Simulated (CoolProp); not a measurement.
Model: reference Helmholtz-energy equation of state, Zhou 2011, in CoolProp.

Problem. For dimethyl carbonate, give the phase and the cp (kJ/(kg K)), cv (kJ/(kg K)) at 266.45 °C and 4660 kPa.

Solution. 
- 266.45 °C and 4660 kPa: liquid; cp 3.31, cv 1.79
